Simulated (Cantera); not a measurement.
What does this Cantera script print?

```python
import numpy as np
import cantera as ct

gas_names = """
    CL CLO CL2 Fe FeCL FeCL2 FeCL3 FeO Fe(OH)2 Fe2CL4 Fe2CL6 H HCL HOCL HO2 H2 H2O H2O2 O OH O2 O3
""".split()
cond_names = """
    Fe(a) Fe(c) Fe(d) Fe(L) FeCL2(s) FeCL2(L) FeCL3(s) FeCL3(L) FeO(s) FeO(L) Fe(OH)2(s) Fe(OH)3(s)
    Fe2O3(s) Fe3O4(s) H2O(s) H2O(L)
""".split()


# ... load() reads the species with a 1 bar reference pressure and builds the phases ...
atoms = {
    'Fe': {'Fe': 1},
    'H2O': {'H': 2, 'O': 1},
    'O2': {'O': 2},
    'Cl2': {'CL': 2},
}
top_T = {'Fe2O3(s)': 1830, 'Fe3O4(s)': 1870}  # K; cautious upper limits of use, not melting points


# ... equilibrate(T, P, feed) seeds the gas with the atoms and calls Mixture.equilibrate('TP', solver="vcs", rtol=1e-11, max_steps=5000) ...
results = []
feed = {'Fe': 1, 'H2O': 1.3, 'O2': 0.68, 'Cl2': 0.029}  # mol
P = 1000  # Pa
for T in [723, 823, 923, 1023, 1123, 1223, 1323, 1423, 1523, 1623, 1723]:
    mix = equilibrate(T, P, feed)
    results.append((T, P, feed, dict(zip(mix.species_names, mix.species_moles))))

top = {s: max(r[3][s] / sum(r[3][g] for g in gas_names) for r in results) for s in gas_names}
cols = sorted((s for s in top if top[s] > 1e-06), key=lambda s: -top[s])[:9]
seen = [c for c in cond_names if any(r[3].get(c, 0) > 1e-12 for r in results)]
print("log10 of partial pressures in bar; condensed amounts in mol")
print(f"{'T/K':>10s}" + "".join(f"{s[:9]:>10s}" for s in cols + seen))
for T, P, feed, n in results:
    ng = sum(n[g] for g in gas_names)
    print(f"{T:10.4g}" + "".join(f"{np.log10(max(n[s] / ng * P / 1e5, 1e-99)):10.3f}" for s in cols)
          + "".join(f"{n.get(c, 0):10.4g}" for c in seen))
```

Result:

```
log10 of partial pressures in bar; condensed amounts in mol
       T/K       H2O       HCL        O2        OH        H2        CL     FeCL2         O         H  Fe2O3(s)  Fe3O4(s)
       723    -2.019    -3.360   -20.212   -15.580    -6.910   -12.938    -9.048   -24.955   -16.529     0.167     0.222
       823    -2.019    -3.360   -15.938   -13.088    -6.886   -11.043    -8.326   -20.607   -14.578    0.1671     0.222
       923    -2.019    -3.360   -12.589   -11.135    -6.862    -9.556    -7.784   -17.199   -13.043    0.1671     0.222
      1023    -2.019    -3.360    -9.926    -9.570    -6.824    -8.367    -7.357   -14.470   -11.795    0.1671     0.222
      1123    -2.019    -3.360    -7.764    -8.291    -6.776    -7.394    -7.012   -12.239   -10.759    0.1671     0.222
      1223    -2.019    -3.361    -5.970    -7.223    -6.727    -6.584    -6.730   -10.378    -9.885    0.1662    0.2225
      1323    -2.021    -3.364    -4.454    -6.320    -6.681    -5.899    -6.498    -8.802    -9.140    0.1386    0.2409
      1423    -2.028    -3.374    -3.690    -5.681    -6.378    -5.450    -6.224    -7.716    -8.366         0    0.3333
      1523    -2.029    -3.378    -3.692    -5.289    -5.774    -5.223    -5.876    -7.104    -7.523         0    0.3333
      1623    -2.029    -3.385    -3.693    -4.945    -5.245    -5.026    -5.580    -6.567    -6.783         0    0.3332
      1723    -2.030    -3.394    -3.689    -4.640    -4.779    -4.855    -5.330    -6.090    -6.129         0    0.3331
```

Cantera equilibrium calculation (NASA polynomials, part measured and part estimated; ideal gas, pure solids and liquids). Mutual solubility and eutectic melting of coexisting phases are not modelled. Condensed phases not in the tables: FeOCl.
